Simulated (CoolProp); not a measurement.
The numbers come from the reference Helmholtz-energy equation of state, Thol 2016 in CoolProp.

Q: For hexamethyldisiloxane (MM), give the phase and the cp (kJ/(kg K)), cv (kJ/(kg K)), fugacity coefficient at 530.4 K and 2.72 MPa.

A: 
- 530.4 K and 2.72 MPa: supercritical; cp 3.38, cv 2.14, fugacity coefficient 0.549
